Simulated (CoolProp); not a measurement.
Carbonyl sulfide along the isobar 65.3 bar: Z from the reference equation and from simpler models built on Tc = 105.6 °C, pc = 63.69 bar, ω = 0.098; each cubic takes its own stable root.

The numbers come from the reference Helmholtz-energy equation of state, Lemmon 2006 in CoolProp. It is a short technical equation, of lower accuracy than the large ones.

| T (°C) | phase | reference |
|---|---|---|
| 95.15 | liquid | 0.1759 |
| 117.25 | supercritical | 0.5355 |
| 139.35 | supercritical | 0.6674 |
| 161.55 | supercritical | 0.7403 |
| 183.65 | supercritical | 0.7900 |
| 205.75 | supercritical | 0.8270 |
| 227.85 | supercritical | 0.8557 |
| 249.95 | supercritical | 0.8787 |
| 272.15 | supercritical | 0.8974 |
| 294.25 | supercritical | 0.9129 |

**Question.** How far does each simpler model (van der Waals, Redlich-Kwong, Peng-Robinson) lie from the reference over these 10 states: mean and median of the absolute difference, and the worst?

**Answer.** 
- van der Waals: mean 6.9 %, median 2.4 %, worst +50.1 % at 95.15 °C and 65.3 bar
- Redlich-Kwong: mean 2.7 %, median 0.9 %, worst +19.4 % at 95.15 °C and 65.3 bar
- Peng-Robinson: mean 2.6 %, median 2.3 %, worst +5.8 % at 95.15 °C and 65.3 bar
